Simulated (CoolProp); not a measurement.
A single-stage vapour-compression cycle with the fluid: evaporating at 223.15 K (dew point), condensing at 290.15 K (bubble point), superheat 8 K, subcooling 0 K, compressor efficiency 0.65, no pressure losses. The same conditions are run with several fluids, on thermodynamics alone (safety and materials aside).

Model: reference Helmholtz-energy equation of state of each fluid (nitrous oxide: Lemmon 2006; R227EA: Lemmon 2016; isobutane: Bücker 2006; R22: Kamei 1995), in CoolProp.

```tsv
fluid	cooling COP	pressure ratio	discharge temperature (K)	refrigerating effect (kJ/kg)	volumetric capacity (kJ/m³)
nitrous oxide	[?]	7.29	[?]	195	3160
R227EA	1.43	[?]	309.9	78.2	[?]
isobutane	1.63	16.4	335.2	260	133
R22	1.62	13.0	394.0	168	498
```

Problem. What belongs in the gaps?

Solution. 
- nitrous oxide, cooling COP: 1.29
- nitrous oxide, discharge temperature (K): 414.4
- R227EA, pressure ratio: 19.5
- R227EA, volumetric capacity (kJ/m³): 127
